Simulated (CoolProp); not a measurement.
Dimethyl carbonate at several states: Z from the reference equation and from simpler models built on Tc = 557.0 K, pc = 4.909 MPa, ω = 0.346; each cubic takes its own stable root.

The numbers come from the reference Helmholtz-energy equation of state, Zhou 2011 in CoolProp.

```csv
T (K),p (MPa),phase,reference,van der Waals,Redlich-Kwong,Soave-Redlich-Kwong,Peng-Robinson
431.2,0.0926,gas,0.9851,0.9897,0.9867,0.9850,0.9841
567.8,1.31,gas,[?],0.9190,[?],0.9101,0.9004
523.4,6.58,liquid,0.1923,0.3055,0.2363,0.2272,0.2022
535.3,11.4,liquid,[?],0.4813,0.3774,[?],0.3313
373.8,0.173,liquid,0.005229,[?],0.9625,[?],[?]
523.2,1.73,gas,0.8297,[?],0.8380,0.8304,0.8167
```

**Question.** What belongs in the gaps?

**Answer.** 
- 567.8, reference: 0.9085
- 567.8, Redlich-Kwong: 0.9089
- 535.3, reference: 0.3222
- 535.3, Soave-Redlich-Kwong: 0.3707
- 373.8, van der Waals: 0.9729
- 373.8, Soave-Redlich-Kwong: 0.005852
- 373.8, Peng-Robinson: 0.005176
- 523.2, van der Waals: 0.8621

At some of these states van der Waals, Redlich-Kwong gives the other phase, because its saturation line lies elsewhere.
